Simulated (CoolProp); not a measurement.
n-perfluorohexane along the isotherm 176.85 °C: Z from the reference equation and from simpler models built on Tc = 174.9 °C, pc = 17.42 bar, ω = 0.497; each cubic takes its own stable root.

Values from CoolProp's reference Helmholtz-energy equation of state, Gao 2022.

| p (bar) | phase | reference |
|---|---|---|
| 0.551 | gas | 0.9890 |
| 0.858 | gas | 0.9828 |
| 1.34 | gas | 0.9730 |
| 2.08 | gas | 0.9576 |
| 3.24 | gas | 0.9327 |
| 5.04 | gas | 0.8920 |
| 7.85 | gas | 0.8224 |
| 12.2 | gas | 0.6912 |
| 19 | supercritical | 0.2038 |
| 29.6 | supercritical | 0.2515 |
| 46.1 | supercritical | 0.3598 |
| 71.8 | supercritical | 0.5258 |
| 112 | supercritical | 0.7755 |
| 174 | supercritical | 1.144 |

Q: How far does each simpler model (Redlich-Kwong, Peng-Robinson) lie from the reference over these 14 states: mean and median of the absolute difference, and the worst?

A: 
- Redlich-Kwong: mean 8.3 %, median 1.7 %, worst +31.1 % at 176.85 °C and 19 bar
- Peng-Robinson: mean 3.9 %, median 0.7 %, worst +23.0 % at 176.85 °C and 19 bar
